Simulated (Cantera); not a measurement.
# Equilibrium for chemical vapour transport: Al₂O₃ + HCl

Charge: 1 mol Al₂O₃, 0.49 mol HCl, held at 280000 Pa.

Cantera equilibrium calculation (NASA polynomials, part measured and part estimated; ideal gas, pure solids and liquids). Candidate condensed phases: Al, AlCl₃, Al₂O₃, H₂O; 29 gas species. Condensed phases not in the tables: AlOCl. Gases not in the tables: Al(OH)₃. Kinetics and transport are ignored.

| T (K) | x HCl | x H₂O | x AlCl₃ | x Cl | n Al₂O₃(s) |
|---|---|---|---|---|---|
| 923 | 0.999 | 0.000338 | 0.000225 | 9.64e-8 | 1.000 |
| 973 | 0.999 | 0.000519 | 0.000346 | 3.02e-7 | 1.000 |
| 1023 | 0.999 | 0.000764 | 0.000509 | 8.48e-7 | 1.000 |
| 1073 | 0.998 | 0.00108 | 0.000721 | 2.15e-6 | 1.000 |
| 1123 | 0.997 | 0.00148 | 0.000989 | 5.03e-6 | 1.000 |
| 1173 | 0.997 | 0.00198 | 0.00132 | 1.09e-5 | 1.000 |
| 1223 | 0.996 | 0.00257 | 0.00171 | 2.20e-5 | 1.000 |
| 1273 | 0.994 | 0.00327 | 0.00218 | 4.20e-5 | 0.999 |
| 1323 | 0.993 | 0.00408 | 0.00272 | 7.59e-5 | 0.999 |
| 1373 | 0.991 | 0.00499 | 0.00333 | 0.000131 | 0.999 |
| 1423 | 0.989 | 0.00602 | 0.00402 | 0.000216 | 0.999 |
| 1473 | 0.987 | 0.00717 | 0.00478 | 0.000343 | 0.999 |
| 1523 | 0.985 | 0.00842 | 0.00561 | 0.000526 | 0.999 |
x: gas mole fraction; n: condensed amount in mol.

From 923 K to 1523 K the condensed part is Al₂O₃(s).
